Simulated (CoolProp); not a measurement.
n-perfluoropentane along the isotherm 431.4 K: Z from the reference equation and from simpler models built on Tc = 421.0 K, pc = 2063 kPa, ω = 0.436; each cubic takes its own stable root.

The numbers come from the reference Helmholtz-energy equation of state, Gao 2022 in CoolProp.

| p (kPa) | phase | reference | van der Waals | Redlich-Kwong | Soave-Redlich-Kwong | Peng-Robinson |
|---|---|---|---|---|---|---|
| 909 | gas | 0.8461 | 0.8610 | 0.8453 | 0.8491 | 0.8336 |
| 1820 | gas | 0.6302 | 0.6558 | 0.6314 | 0.6458 | 0.6184 |
| 2730 | supercritical | 0.2671 | 0.3402 | 0.3027 | 0.3263 | 0.3005 |
| 3640 | supercritical | 0.2947 | 0.3975 | 0.3360 | 0.3467 | 0.3148 |
| 4550 | supercritical | 0.3449 | 0.4656 | 0.3857 | 0.3942 | 0.3565 |
| 5450 | supercritical | 0.3967 | 0.5341 | 0.4369 | 0.4444 | 0.4012 |
| 6360 | supercritical | 0.4492 | 0.6030 | 0.4887 | 0.4957 | 0.4469 |
| 7270 | supercritical | 0.5015 | 0.6714 | 0.5399 | 0.5466 | 0.4925 |
| 8180 | supercritical | 0.5534 | 0.7390 | 0.5906 | 0.5970 | 0.5377 |
| 9090 | supercritical | 0.6048 | 0.8059 | 0.6407 | 0.6469 | 0.5824 |
| 10000 | supercritical | 0.6557 | 0.8722 | 0.6901 | 0.6963 | 0.6267 |
